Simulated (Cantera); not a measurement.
**Ignition delay**

Mixture: H2 : O2 : N2 = 1 : 0.312 : 1.17 (molar parts), at 10.0 bar, adiabatic and at constant volume. Ignition delay is the time to a rise of 400 K.

Computed with Cantera and GRI-Mech 3.0 (53 species, 325 reactions). The hydrogen kinetics of GRI-Mech 3.0 are dated; newer H2 mechanisms differ, most at raised pressure. Below about 950 K walls govern HO2 and H2O2 in real vessels.

| T0 (K) | delay (ms) |
|---|---|
| 875 | 164 |
| 925 | 41.5 |
| 975 | 11.9 |
| 1025 | 3.73 |
| 1075 | 1.23 |
| 1125 | 0.401 |
| 1175 | 0.118 |
| 1225 | 0.0268 |

```
Quantity                                                Result
--------------------------------------------------  ----------
apparent activation energy between 1125 and 1225 K  310 kJ/mol
```
